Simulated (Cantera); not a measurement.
Charge: 1 mol AlCl3, 110 mol NH3, 1.1 mol N2, held at 1330 Pa.

These are equilibrium values from Cantera (NASA tables, ideal gas, pure condensed phases), not measurements of a reactor. Candidate condensed phases: Al, AlCl3, AlN, NH4Cl; 20 gas species. Equilibrium is a limit: real reactors are often held back by kinetics, nucleation or transport.

Question: Which condensed phases are stable at each of these points (T (°C)): 602, 802, 1002, 1202, 1402, 1602, 1802?

Answer: 
```json
[
 {"T (°C)": "602", "condensed phases": "AlN(s)", "Al condensed (%)": "98.6"},
 {"T (°C)": "802", "condensed phases": "AlN(s)", "Al condensed (%)": "98.1"},
 {"T (°C)": "1002", "condensed phases": "AlN(s)", "Al condensed (%)": "97.2"},
 {"T (°C)": "1202", "condensed phases": "AlN(s)", "Al condensed (%)": "75.9"},
 {"T (°C)": "1402", "condensed phases": "gas only", "Al condensed (%)": "0.0"},
 {"T (°C)": "1602", "condensed phases": "gas only", "Al condensed (%)": "0.0"},
 {"T (°C)": "1802", "condensed phases": "gas only", "Al condensed (%)": "0.0"}
]
```

From 602 °C to 1202 °C the condensed part is AlN(s). From 1402 °C to 1802 °C nothing is condensed.
